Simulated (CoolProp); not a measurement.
Properties of R507A along the isotherm 500 K.

Values from CoolProp's reference Helmholtz-energy equation of state, Lemmon 2003. It is a pseudo-pure fit of the blend.

| p (MPa) | phase | Prandtl number | fugacity coefficient |
|---|---|---|---|
| 1.42 | gas | 0.816 | 0.9666 |
| 2.85 | gas | 0.835 | 0.9346 |
| 4.27 | supercritical | 0.868 | 0.9046 |
| 5.7 | supercritical | 0.914 | 0.8763 |
| 7.12 | supercritical | 0.968 | 0.8501 |
| 8.55 | supercritical | 1.03 | (withheld) |
| 9.97 | supercritical | 1.10 | 0.8036 |
| 11.4 | supercritical | 1.17 | 0.7835 |
| 12.8 | supercritical | 1.23 | 0.7659 |
| 14.2 | supercritical | 1.30 | (withheld) |
| 15.7 | supercritical | 1.36 | 0.7358 |
| 17.1 | supercritical | 1.42 | (withheld) |
| 18.5 | supercritical | 1.47 | 0.7142 |

Complete the blanks.


- 8.55, fugacity coefficient: 0.8257
- 14.2, fugacity coefficient: 0.7504
- 17.1, fugacity coefficient: 0.7242

Viscosity comes from a separate model (Geller 2000). Thermal conductivity comes from a separate model (Geller 2001).
